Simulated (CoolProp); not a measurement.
Saturation properties of R11 (Tc = 198.0 °C, pc = 4.408 MPa, ω = 0.189).

Model: reference Helmholtz-energy equation of state, Jacobsen 1992, in CoolProp.

| T (°C) | p (MPa) | enthalpy of vaporisation (kJ/kg) | liquid cp (kJ/(kg K)) | vapour Z | liquid viscosity (µPa s) |
|---|---|---|---|---|---|
| 46.15 | 0.2107 | 172.7 | 0.9035 | 0.9396 | 354 |
| 54.85 | 0.2715 | 169.1 | 0.9143 | 0.9279 | 327 |
| 63.65 | 0.3457 | 165.3 | 0.9261 | 0.9147 | 302 |
| 72.35 | 0.4333 | 161.4 | 0.9390 | 0.9001 | 279 |
| 81.05 | 0.5366 | 157.2 | 0.9530 | 0.8840 | 259 |
| 89.75 | 0.6572 | 152.7 | 0.9686 | 0.8663 | 240 |
| 98.45 | 0.7969 | 147.9 | 0.9861 | 0.8469 | 222 |
| 107.15 | 0.9574 | 142.9 | 1.006 | 0.8258 | 205 |
| 115.85 | 1.141 | 137.4 | 1.029 | 0.8027 | 189 |
| 124.55 | 1.348 | 131.5 | 1.056 | 0.7775 | 175 |
| 133.25 | 1.582 | 125.1 | 1.088 | 0.7500 | 160 |
| 141.95 | 1.845 | 118.1 | 1.129 | 0.7199 | 147 |
| 150.65 | 2.138 | 110.3 | 1.183 | 0.6866 | 133 |
| 159.35 | 2.464 | 101.6 | 1.259 | 0.6495 | 120 |
| 168.05 | 2.827 | 91.59 | 1.376 | 0.6073 | 107 |

It boils at 23.7 °C under 1 atm.

Viscosity comes from a separate model (Klein 1997), an estimate that may be off by 10 % or more.
